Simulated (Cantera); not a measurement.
## NiS + H2 (hydrogen reduction and annealing atmospheres)

Feed: 1 mol NiS, 3 mol H2, at 1.00 Torr.

Equilibrium computed with Cantera from the NASA thermochemical tables; the gas is ideal and each condensed phase is pure. Candidate condensed phases: Ni, NiS, NiS2, Ni3S2, Ni3S4, S; 9 gas species. Metal and sulfide melt together well below either melting point, which pure phases cannot show. Mutual solubility and eutectic melting of coexisting phases are not modelled. Gases not in the tables: S3 to S7. Kinetics and transport are ignored.

| T (K) | x H2 | x Ni | x S2 | x H2S | x H | x S | x NiS | x SH | n Ni3S2(s) | n Ni3S2(l) | n Ni(s) | n Ni(l) |
|---|---|---|---|---|---|---|---|---|---|---|---|---|
| 898 | 0.889 | <1e-12 | 5.46e-5 | 0.111 | 2.83e-9 | 7.34e-11 | <1e-12 | 2.06e-6 | 0.333 | 0 | 0 | 0 |
| 998 | 0.890 | <1e-12 | 0.000594 | 0.110 | 5.56e-8 | 4.38e-9 | 6.71e-12 | 1.85e-5 | 0.333 | 0 | 0 | 0 |
| 1098 | 0.893 | 1.97e-11 | 0.00374 | 0.103 | 6.40e-7 | 1.18e-7 | 5.55e-10 | 0.000106 | 0 | 0.333 | 0 | 0 |
| 1198 | 0.903 | 1.35e-9 | 0.0127 | 0.0840 | 4.95e-6 | 1.57e-6 | 1.95e-8 | 0.000385 | 0 | 0.333 | 0 | 0 |
| 1298 | 0.916 | 5.34e-8 | 0.0243 | 0.0587 | 2.81e-5 | 1.16e-5 | 3.65e-7 | 0.000957 | 0 | 0.333 | 0 | 0 |
| 1398 | 0.926 | 1.33e-6 | 0.0336 | 0.0382 | 0.000125 | 5.74e-5 | 4.22e-6 | 0.00185 | 0 | 0.333 | 0 | 0 |
| 1498 | 0.932 | 2.20e-5 | 0.0392 | 0.0247 | 0.000454 | 0.000216 | 3.39e-5 | 0.00307 | 0 | 0.333 | 0 | 0 |
| 1598 | 0.934 | 0.000260 | 0.0422 | 0.0163 | 0.00141 | 0.000666 | 0.000205 | 0.00463 | 0 | 0.333 | 0 | 0 |
| 1698 | 0.899 | 0.00195 | 0.0702 | 0.0135 | 0.00376 | 0.00225 | 0.00107 | 0.00814 | 0 | 0.230 | 0.300 | 0 |
| 1798 | 0.823 | 0.00963 | 0.123 | 0.0115 | 0.00875 | 0.00701 | 0.00400 | 0.0138 | 0 | 0 | 0 | 0.952 |
| 1898 | 0.783 | 0.0392 | 0.111 | 0.00753 | 0.0189 | 0.0143 | 0.00943 | 0.0166 | 0 | 0 | 0 | 0.819 |
| 1998 | 0.675 | 0.138 | 0.0852 | 0.00427 | 0.0361 | 0.0251 | 0.0186 | 0.0171 | 0 | 0 | 0 | 0.334 |
| 2098 | 0.593 | 0.197 | 0.0674 | 0.00258 | 0.0649 | 0.0417 | 0.0157 | 0.0176 | 0 | 0 | 0 | 0 |
x: gas mole fraction; n: condensed amount in mol.

From 898 K to 998 K the condensed part is Ni3S2(s). From 1098 K to 1598 K the condensed part is Ni3S2(l). At 1698 K the condensed part is Ni(s) + Ni3S2(l). From 1798 K to 1998 K the condensed part is Ni(l). At 2098 K nothing is condensed.
